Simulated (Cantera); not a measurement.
Mixture: CH₄ : H₂ : O₂ : N₂ = 1 : 0.83 : 1.15 : 4.32 (molar parts), equivalence ratio 2.1, at 0.410 bar, adiabatic and at constant volume. Ignition delay is the time to a rise of 400 K.

Detailed kinetics in Cantera: GRI-Mech 3.0 (53 species, 325 reactions). Below about 1000 K GRI-Mech 3.0 lacks low-temperature oxidation paths. Below about 950 K walls govern HO2 and H2O2 in real vessels.

Question: What does this change do: pressure from 0.410 bar to 1.00 bar?

Answer: 
| quantity | before | after |
|---|---|---|
| delay at 900 K | 0.104 s | 0.144 s |
| delay at 1050 K | 15.2 ms | 7.05 ms |
| delay at 1200 K | 3.45 ms | 1.73 ms |
| delay at 1350 K | 1.04 ms | 0.525 ms |
| apparent activation energy between 1275 and 1425 K | 110 kJ/mol | 110 kJ/mol |
